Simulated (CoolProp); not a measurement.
A single-stage vapour-compression cycle with the fluid: evaporating at 307.15 K (dew point), condensing at 341.15 K (bubble point), superheat 2 K, subcooling 8 K, compressor efficiency 0.6, no pressure losses. The same conditions are run with several fluids, on thermodynamics alone (safety and materials aside).

The numbers come from the reference Helmholtz-energy equation of state of each fluid (fluoroethane (R161): Wu 2012; R142b: Lemmon 2006; ethanol: Schroeder 2014; dimethyl ether: Wu 2011; n-pentane: Thol 2019; isobutane: Bücker 2006) in CoolProp.

**Question.** Rank fluoroethane (R161), R142b, ethanol, dimethyl ether, n-pentane, isobutane by cooling COP, highest first.

**Answer.** ethanol (5.12), n-pentane (4.99), R142b (4.85), dimethyl ether (4.80), isobutane (4.75), fluoroethane (R161) (4.57)

```tsv
fluid	pressure ratio	discharge temperature (K)	refrigerating effect (kJ/kg)	volumetric capacity (kJ/m³)
fluoroethane (R161)	2.19	364.8	263	7110
R142b	2.40	355.0	162	3130
ethanol	5.08	411.4	845	199
dimethyl ether	2.28	362.1	323	5080
n-pentane	2.85	346.2	300	828
isobutane	2.30	347.4	255	2950
```
